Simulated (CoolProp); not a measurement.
Vapour pressure (MPa) of ammonia: the reference equation beside estimates from Tc = 405.6 K, pc = 11.36 MPa, ω = 0.256.

The numbers come from the reference Helmholtz-energy equation of state, Gao 2020 in CoolProp.

| T (K) | reference | Lee-Kesler | Peng-Robinson |
|---|---|---|---|
| 297.1 | 0.9706 | 0.9764 | 0.9686 |
| 303.9 | 1.193 | 1.202 | 1.191 |
| 310.8 | 1.456 | 1.469 | 1.455 |
| 317.6 | 1.756 | 1.772 | 1.757 |
| 324.4 | 2.100 | 2.120 | 2.103 |
| 331.3 | 2.499 | 2.521 | 2.505 |
| 338.1 | 2.945 | 2.969 | 2.954 |
| 344.9 | 3.448 | 3.473 | 3.462 |
| 351.8 | 4.021 | 4.046 | 4.041 |
| 358.6 | 4.654 | 4.677 | 4.679 |
| 365.4 | 5.358 | 5.379 | 5.390 |

Absolute difference from the reference over all 11 rows, mean and median: Lee-Kesler 0.7 and 0.8 %, Peng-Robinson 0.3 and 0.2 %.
